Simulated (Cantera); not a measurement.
A perfectly stirred reactor is fed with C3H8 : O2 : N2 = 1 : 5.21 : 52.1 (molar parts), at 37000 Pa; it is adiabatic with a 650 K inlet, and is followed from long to short residence time, starting on the burning branch (τ in s: 0.1, 0.04, 0.016, 0.0061, 0.0024, 0.00092, 0.00036, 0.00014, 5.5e-05).

Model: GRI-Mech 3.0 (53 species, 325 reactions), integrated in Cantera. GRI-Mech 3.0 was tuned for natural gas; its chemistry of propane as a main component is partial and can be far from experiment.

| quantity | before | after |
|---|---|---|
| blow-out, bracketed by the residence times tried | burning at 2.40 ms, out at 0.920 ms | burning at 0.920 ms, out at 0.360 ms |
| x(C3H8) at τ = 0.100 s | 1.45e-6 | 1.90e-6 |
| x(O2) at τ = 0.100 s | 0.00644 | 0.0469 |
| x(H) at τ = 0.100 s | 0.000859 | 0.000153 |
| x(C2H2) at τ = 0.100 s | 2.40e-6 | 8.67e-7 |
| x(O) at τ = 0.100 s | 0.000396 | 0.000478 |
| x(C3H8) at τ = 2.40 ms | 2.73e-5 | 2.39e-5 |
| x(O2) at τ = 2.40 ms | 0.0136 | 0.0509 |
| x(H) at τ = 2.40 ms | 0.00376 | 0.00206 |
| x(C2H2) at τ = 2.40 ms | 1.97e-5 | 3.64e-6 |
| x(O) at τ = 2.40 ms | 0.00125 | 0.00235 |

### Question
Which change was made?
(A) C3H8 1 to 0.76 parts
(B) O2 5.21 to 7.9 parts
(C) pressure from 37000 Pa to 130000 Pa
(D) pressure from 37000 Pa to 101000 Pa

### Answer
B, O2 5.21 to 7.9 parts
